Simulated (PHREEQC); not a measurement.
A solution holds 0.11 mol/kgw NH3 and 0.00034 mol/kgw K2SiO3, at 25 °C. Closed to the air; pH follows from the charge balance.

Model: ion-association model, phreeqc.dat, run in PHREEQC.

Each row changes one thing in this solution. This is a speciation only: nothing precipitates in the calculation.

```json
[
 {"case": "as made", "pH": "11.19", "ionic strength (mol/kgw)": "0.00198", "NH4+ (mol/kgw)": "0.00129"},
 {"case": "temperature from 25 to 65 °C", "pH": "10.11", "ionic strength (mol/kgw)": "0.00200", "NH4+ (mol/kgw)": "0.00132"},
 {"case": "NH3 from 0.11 to 0.165 mol/kgw", "pH": "11.27", "ionic strength (mol/kgw)": "0.00232", "NH4+ (mol/kgw)": "0.00163"},
 {"case": "diluted 2-fold with water", "pH": "11.02", "ionic strength (mol/kgw)": "0.00128", "NH4+ (mol/kgw)": "0.000935"},
 {"case": "K2SiO3 from 0.00034 to 3.4e-05 mol/kgw", "pH": "11.14", "ionic strength (mol/kgw)": "0.00150", "NH4+ (mol/kgw)": "0.00143"},
 {"case": "temperature from 25 to 70 °C", "pH": "10.00", "ionic strength (mol/kgw)": "0.00198", "NH4+ (mol/kgw)": "0.00130"},
 {"case": "NH3 from 0.11 to 0.55 mol/kgw", "pH": "11.51", "ionic strength (mol/kgw)": "0.00385", "NH4+ (mol/kgw)": "0.00316"},
 {"case": "temperature from 25 to 5 °C", "pH": "11.89", "ionic strength (mol/kgw)": "0.00186", "NH4+ (mol/kgw)": "0.00118"},
 {"case": "K2SiO3 left out", "pH": "11.14", "ionic strength (mol/kgw)": "0.00145", "NH4+ (mol/kgw)": "0.00145"}
]
```

Species that the database lacks are ignored. Away from 25 °C the constants follow the database's enthalpies or fits; those with neither stay at their 25 °C values.
